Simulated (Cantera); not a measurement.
What does this Cantera script print?

```python
import numpy as np
import cantera as ct

gas_names = """
    CL CL2 H HCL H2 N NH NH2 NH3 N2 N2H2 N2H4 Si SiCL SiCL2 SiCL3 SiCL4 SiH SiHCL3 SiH2 SiH2CL2 SiH3
    SiH3CL SiH4 SiN Si2 Si2N Si3
""".split()
cond_names = """
    NH4CL(a) NH4CL(b) Si(cr) Si(L) Si3N4(a)
""".split()


# ... load() reads the species with a 1 bar reference pressure and builds the phases ...
atoms = {
    'SiHCl3': {'Si': 1, 'H': 1, 'CL': 3},
    'HCl': {'H': 1, 'CL': 1},
    'N2': {'N': 2},
}
top_T = {'Si3N4(a)': 2400}  # K; cautious upper limits of use, not melting points


# ... equilibrate(T, P, feed) seeds the gas with the atoms and calls Mixture.equilibrate('TP', solver="vcs", rtol=1e-11, max_steps=5000) ...
results = []
feed = {'SiHCl3': 1, 'HCl': 0.052, 'N2': 11}  # mol
P = 4500  # Pa
for T in [1000, 1050, 1100, 1150, 1200, 1250, 1300, 1350, 1400, 1450, 1500, 1550, 1600]:
    mix = equilibrate(T, P, feed)
    results.append((T, P, feed, dict(zip(mix.species_names, mix.species_moles))))

top = {s: max(r[3][s] / sum(r[3][g] for g in gas_names) for r in results) for s in gas_names}
cols = sorted((s for s in top if top[s] > 1e-05), key=lambda s: -top[s])[:9]
seen = [c for c in cond_names if any(r[3].get(c, 0) > 1e-12 for r in results)]
print("log10 of partial pressures in bar; condensed amounts in mol")
print(f"{'T/K':>10s}" + "".join(f"{s[:9]:>10s}" for s in cols + seen))
for T, P, feed, n in results:
    ng = sum(n[g] for g in gas_names)
    print(f"{T:10.4g}" + "".join(f"{np.log10(max(n[s] / ng * P / 1e5, 1e-99)):10.3f}" for s in cols)
          + "".join(f"{n.get(c, 0):10.4g}" for c in seen))
```

It prints:

```
log10 of partial pressures in bar; condensed amounts in mol
       T/K        N2       HCL     SiCL2     SiCL4     SiCL3        H2    SiHCL3        CL         H  Si3N4(a)
      1000    -1.404    -2.500    -7.579    -2.694    -5.829    -3.446    -5.792    -9.452   -10.367    0.1504
      1050    -1.404    -2.494    -6.880    -2.697    -5.418    -3.474    -5.661    -8.888    -9.828    0.1513
      1100    -1.404    -2.489    -6.245    -2.700    -5.045    -3.499    -5.542    -8.375    -9.337     0.152
      1150    -1.404    -2.485    -5.668    -2.704    -4.706    -3.522    -5.434    -7.906    -8.888    0.1524
      1200    -1.404    -2.482    -5.141    -2.710    -4.397    -3.543    -5.337    -7.477    -8.476    0.1523
      1250    -1.405    -2.479    -4.659    -2.719    -4.117    -3.561    -5.250    -7.082    -8.096    0.1513
      1300    -1.405    -2.478    -4.220    -2.736    -3.865    -3.575    -5.175    -6.720    -7.744    0.1485
      1350    -1.406    -2.478    -3.821    -2.766    -3.642    -3.583    -5.114    -6.388    -7.415    0.1424
      1400    -1.407    -2.480    -3.463    -2.819    -3.455    -3.583    -5.072    -6.086    -7.105    0.1307
      1450    -1.408    -2.486    -3.153    -2.912    -3.314    -3.569    -5.059    -5.815    -6.809    0.1104
      1500    -1.411    -2.498    -2.898    -3.066    -3.233    -3.534    -5.086    -5.579    -6.522   0.08021
      1550    -1.414    -2.518    -2.705    -3.301    -3.226    -3.472    -5.166    -5.381    -6.238   0.04354
      1600    -1.416    -2.547    -2.576    -3.622    -3.295    -3.385    -5.301    -5.221    -5.957  0.007888
```

Method: chemical equilibrium by Gibbs-energy minimisation in Cantera with the NASA 1993 tables (ideal gas, pure condensed phases). N2 is the only nitrogen source here; it is nearly inert below about 1500 K, so the nitride shown seldom forms there in practice. The tables' values for SiCl3 are old estimates; treat these amounts as uncertain.
